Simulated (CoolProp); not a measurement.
Values from CoolProp's reference Helmholtz-energy equation of state, Gao 2020.

**Question.** For ammonia, give the phase and the expansivity (1/kK), viscosity (µPa s) at 143.05 °C and 30300 kPa; 143.05 °C and 37900 kPa; 143.05 °C and 45500 kPa.

**Answer.** 
- 143.05 °C and 30300 kPa: supercritical; expansivity 5.04, viscosity 58.6
- 143.05 °C and 37900 kPa: supercritical; expansivity 3.98, viscosity 63.4
- 143.05 °C and 45500 kPa: supercritical; expansivity 3.38, viscosity 67.5

Viscosity comes from a separate model (Fenghour 1995).
